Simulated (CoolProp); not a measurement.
Vapour-liquid equilibrium of dimethyl ether (1) + R134a (2) at 207.6 K; x and y are mole fractions of (1).

Model: multi-fluid Helmholtz-energy mixture model, Wu 2011 and Tillner-Roth 1994; pair parameters Bell 2016, in CoolProp.

| x | bubble pressure (MPa) | y at the bubble point | dew pressure at overall composition x (MPa) | liquid density (mol/L) |
|---|---|---|---|---|
| 0.05 | 0.01081 | 0.038 | 0.01076 | 14.72 |
| 0.2 | 0.01040 | 0.166 | 0.01032 | 15.08 |
| 0.35 | 0.01011 | 0.322 | 0.01007 | 15.45 |
| 0.5 | 0.009983 | 0.499 | 0.009983 | 15.82 |
| 0.65 | 0.01011 | 0.681 | 0.01007 | 16.20 |
| 0.8 | 0.01051 | 0.845 | 0.01036 | 16.59 |
| 0.95 | 0.01113 | 0.969 | 0.01101 | 16.99 |

y crosses x between x = 0.5 and 0.65: the model has an azeotrope there.

The pair parameters rest on a limited set of measurements; away from them the model extrapolates.
